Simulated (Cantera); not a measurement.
What does this Cantera script print?

```python
import numpy as np
import cantera as ct

gas_names = """
    CL CL2 H HCL H2 N NH NH2 NH3 N2 N2H2 N2H4 Si SiCL SiCL2 SiCL3 SiCL4 SiH SiHCL3 SiH2 SiH2CL2 SiH3
    SiH3CL SiH4 SiN Si2 Si2N Si3
""".split()
cond_names = """
    NH4CL(a) NH4CL(b) Si(cr) Si(L) Si3N4(a)
""".split()


# ... load() reads the species with a 1 bar reference pressure and builds the phases ...
atoms = {
    'SiCl4': {'Si': 1, 'CL': 4},
    'N2': {'N': 2},
    'H2': {'H': 2},
}
top_T = {'Si3N4(a)': 2400}  # K; cautious upper limits of use, not melting points


# ... equilibrate(T, P, feed) seeds the gas with the atoms and calls Mixture.equilibrate('TP', solver="vcs", rtol=1e-11, max_steps=5000) ...
results = []
T = 825  # K
P = 15000  # Pa
for m in [4.3, 12, 20, 28, 36, 43, 51, 59, 67, 75]:
    feed = {'SiCl4': 1, 'N2': 19, 'H2': m}  # mol
    mix = equilibrate(T, P, feed)
    results.append((T, P, feed, dict(zip(mix.species_names, mix.species_moles))))
    x = sorted(zip(gas.X, gas.species_names), reverse=True)
    print(f"T = {T:g} K  P = {P:g} Pa  n(H2) = {m:g} mol  gas = {mix.phase_moles(0):.4g} mol")
    print("   x: " + "  ".join(f"{s} {v:.3e}" for v, s in x if v > 1e-05))
    print("   condensed (mol): " + ("  ".join(f"{mix.phase(i).name} {mix.phase_moles(i):.4g}"
          for i in range(1, mix.n_phases) if mix.phase_moles(i) > 1e-12) or "none"))
```

Output:

```
T = 825 K  P = 15000 Pa  n(H2) = 4.3 mol  gas = 24.56 mol
   x: N2 7.527e-01  HCL 1.259e-01  H2 1.121e-01  SiCL4 9.242e-03  NH3 1.143e-05  SiHCL3 1.018e-05
   condensed (mol): Si3N4(a) 0.2576
T = 825 K  P = 15000 Pa  n(H2) = 12 mol  gas = 32.32 mol
   x: N2 5.680e-01  H2 3.117e-01  HCL 1.191e-01  SiCL4 1.157e-03  NH3 4.603e-05
   condensed (mol): Si3N4(a) 0.3208
T = 825 K  P = 15000 Pa  n(H2) = 20 mol  gas = 40.33 mol
   x: N2 4.548e-01  H2 4.469e-01  HCL 9.799e-02  SiCL4 2.989e-04  NH3 7.071e-05
   condensed (mol): Si3N4(a) 0.3293
T = 825 K  P = 15000 Pa  n(H2) = 28 mol  gas = 48.33 mol
   x: H2 5.381e-01  N2 3.794e-01  HCL 8.230e-02  SiCL4 1.158e-04  NH3 8.534e-05
   condensed (mol): Si3N4(a) 0.3315
T = 825 K  P = 15000 Pa  n(H2) = 36 mol  gas = 56.33 mol
   x: H2 6.036e-01  N2 3.255e-01  HCL 7.079e-02  NH3 9.390e-05  SiCL4 5.577e-05
   condensed (mol): Si3N4(a) 0.3323
T = 825 K  P = 15000 Pa  n(H2) = 43 mol  gas = 63.33 mol
   x: H2 6.474e-01  N2 2.895e-01  HCL 6.303e-02  NH3 9.836e-05  SiCL4 3.295e-05
   condensed (mol): Si3N4(a) 0.3326
T = 825 K  P = 15000 Pa  n(H2) = 51 mol  gas = 71.33 mol
   x: H2 6.869e-01  N2 2.570e-01  HCL 5.600e-02  NH3 1.013e-04  SiCL4 1.974e-05
   condensed (mol): Si3N4(a) 0.3329
T = 825 K  P = 15000 Pa  n(H2) = 59 mol  gas = 79.32 mol
   x: H2 7.184e-01  N2 2.311e-01  HCL 5.037e-02  NH3 1.027e-04  SiCL4 1.268e-05
   condensed (mol): Si3N4(a) 0.333
T = 825 K  P = 15000 Pa  n(H2) = 67 mol  gas = 87.32 mol
   x: H2 7.442e-01  N2 2.099e-01  HCL 4.577e-02  NH3 1.032e-04
   condensed (mol): Si3N4(a) 0.3331
T = 825 K  P = 15000 Pa  n(H2) = 75 mol  gas = 95.32 mol
   x: H2 7.657e-01  N2 1.923e-01  HCL 4.194e-02  NH3 1.031e-04
   condensed (mol): Si3N4(a) 0.3331
```

Cantera equilibrium calculation (NASA polynomials, part measured and part estimated; ideal gas, pure solids and liquids). N2 is the only nitrogen source here; it is nearly inert below about 1500 K, so the nitride shown seldom forms there in practice.
